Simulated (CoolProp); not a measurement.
Properties of nitrous oxide along the isobar 0.101 MPa (Tc = 309.5 K, pc = 7.245 MPa, ω = 0.161).

Values from CoolProp's reference Helmholtz-energy equation of state, Lemmon 2006. It is a short technical equation, of lower accuracy than the large ones.

| T (K) | phase | cv (kJ/(kg K)) | expansivity (1/kK) | fugacity coefficient |
|---|---|---|---|---|
| 249.9 | gas | 0.6389 | 4.122 | 0.9906 |
| 269.5 | gas | 0.6601 | 3.798 | 0.9926 |
| 289.1 | gas | 0.6806 | 3.525 | 0.9940 |
| 308.7 | gas | 0.7001 | 3.290 | 0.9951 |
| 328.4 | gas | 0.7189 | 3.085 | 0.9960 |
| 348 | gas | 0.7368 | 2.905 | 0.9967 |
| 367.6 | gas | 0.7539 | 2.746 | 0.9972 |
| 387.2 | gas | 0.7704 | 2.603 | 0.9977 |
| 406.9 | gas | 0.7862 | 2.475 | 0.9981 |
| 426.5 | gas | 0.8014 | 2.359 | 0.9984 |
| 446.1 | gas | 0.8160 | 2.254 | 0.9986 |
| 465.7 | gas | 0.8301 | 2.157 | 0.9988 |
